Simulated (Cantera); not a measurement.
Input: 1 mol MgSO4, 0.45 mol H2, 0.02 mol CO2, equilibrated at 1723.15 K and 0.0133 bar.

Method: chemical equilibrium by Gibbs-energy minimisation in Cantera with the NASA 1993 tables (ideal gas, pure condensed phases). Candidate condensed phases: C, C6H6, C7H8, C8H18, H2O, H2SO4, Mg, MgCO3, MgO, Mg(OH)2, MgS, MgSO4, S; 130 gas species. Rates play no part.

Base state: SO2 0.572, H2O 0.257, O2 0.157, CO2 0.0114, OH 0.00186, SO3 0.000365, O 0.000195, H2 0.000143 (mole fractions); condensed: MgO(s).

Task: What changes in the equilibrium state with this change: temperature from 1723.15 K to 1250 K?

Result: 
```csv
species,before,after
SO2,0.572,0.570
H2O,0.257,0.258
O2,0.157,0.156
SO3,0.000365,0.00453
OH,0.00186,2.52e-5
CO2,0.0114,0.0115
H,1.89e-5,1.85e-9
SO,0.000101,3.46e-8
CO,2.24e-5,1.36e-8
O,0.000195,2.37e-7
"MgO(s), mol",1.000,1.00
```

Task: What changes in the equilibrium state with this change: CO2 from 0.02 to 4.2 mol?

Result: 
| species | before | after |
|---|---|---|
| CO2 | 0.0114 | 0.705 |
| SO2 | 0.572 | 0.168 |
| H2O | 0.257 | 0.0754 |
| O2 | 0.157 | 0.0474 |
| CO | 2.24e-5 | 0.00251 |
| SO3 | 0.000365 | 5.90e-5 |
| OH | 0.00186 | 0.000748 |
| MgO(s), mol | 1.000 | 1.000 |
